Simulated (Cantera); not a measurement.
A closed system holds: 1 mol Al₂O₃, 10 mol H₂, 72 mol N₂, equilibrated at 2098.15 K and 120 Pa.

Method: chemical equilibrium by Gibbs-energy minimisation in Cantera with the NASA 1993 tables (ideal gas, pure condensed phases). Candidate condensed phases: Al, AlN, Al₂O₃, H₂O; 35 gas species. The tables' values for AlOH are old estimates; treat these amounts as uncertain. Kinetics and transport are ignored.

Base state: N₂ 0.865, H₂ 0.105, H 0.0288, H₂O 0.000762, Al 0.000454, Al₂O 4.58e-5, AlOH 2.64e-5, OH 2.48e-5 (mole fractions); condensed: Al₂O₃(s).

Task: What changes in the equilibrium state with this change: temperature from 2098.15 K to 1998.15 K?

Result: 
```json
[
 {"species": "N₂", "before": "0.865", "after": "0.871"},
 {"species": "H₂", "before": "0.105", "after": "0.113"},
 {"species": "H", "before": "0.0288", "after": "0.0156"},
 {"species": "Al", "before": "0.000454", "after": "0.000197"},
 {"species": "AlO", "before": "1.45e-5", "after": "2.62e-6"},
 {"species": "OH", "before": "2.48e-5", "after": "4.55e-6"},
 {"species": "Al₂O", "before": "4.58e-5", "after": "1.69e-5"},
 {"species": "AlOH", "before": "2.64e-5", "after": "1.03e-5"},
 {"species": "Al₂O₃(s), mol", "before": "0.975", "after": "0.990"}
]
```

Task: What changes in the equilibrium state with this change: temperature from 2098.15 K to 1625 K?

Result: 
```csv
species,before,after
N₂,0.865,0.878
H₂,0.105,0.122
H,0.0288,0.000710
Al,0.000454,3.01e-6
OH,2.48e-5,1.18e-9
AlO,1.45e-5,<1e-9
Al₂O,4.58e-5,1.10e-7
AlOH,2.64e-5,8.68e-8
H₂O,0.000762,4.81e-6
"Al₂O₃(s), mol",0.975,1.000
```

Task: What changes in the equilibrium state with this change: temperature from 2098.15 K to 1473.15 K?

Result: 
| species | before | after |
|---|---|---|
| N₂ | 0.865 | 0.878 |
| H₂ | 0.105 | 0.122 |
| H | 0.0288 | 0.000128 |
| Al | 0.000454 | 2.85e-7 |
| OH | 2.48e-5 | <1e-9 |
| AlO | 1.45e-5 | <1e-9 |
| Al₂O | 4.58e-5 | 6.27e-9 |
| AlOH | 2.64e-5 | 5.87e-9 |
| Al₂O₃(s), mol | 0.975 | 1.000 |
